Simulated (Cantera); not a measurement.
# Diamond growth

A diamond (100) surface in a fixed gas of H2 with x(CH4) = 0.011, x(CH3) = 1.4e-05, at 998 K, 41.3 Torr; coverages are run to steady state.

Detailed kinetics in Cantera: the Harris–Goodwin 1993 mechanism for the reconstructed diamond (100) surface.

| x(H) | growth (µm/h) | θ c6HH | θ c6H* | θ c6*H | θ c6** | θ c6HM |
|---|---|---|---|---|---|---|
| 0.0001 | 0.119 | 0.614 | 0.0162 | 0.334 | 0.00483 | 0.0223 |
| 0.0002 | 0.191 | 0.602 | 0.0170 | 0.350 | 0.00650 | 0.0180 |
| 0.00042 | 0.268 | 0.597 | 0.0175 | 0.361 | 0.00787 | 0.0121 |
| 0.00085 | 0.325 | 0.597 | 0.0178 | 0.367 | 0.00870 | 0.00727 |
| 0.0017 | 0.362 | 0.597 | 0.0180 | 0.370 | 0.00918 | 0.00405 |
| 0.0035 | 0.384 | 0.598 | 0.0181 | 0.372 | 0.00945 | 0.00209 |
| 0.0072 | 0.395 | 0.598 | 0.0182 | 0.373 | 0.00959 | 0.00104 |
| 0.015 | 0.401 | 0.598 | 0.0183 | 0.373 | 0.00967 | 0.000509 |
| 0.03 | 0.405 | 0.598 | 0.0185 | 0.373 | 0.00973 | 0.000257 |
θ: site fractions in the mechanism's names (c6HH fully hydrogenated, c6H* and c6*H radical sites, c6** diradical, c6HM methylated).
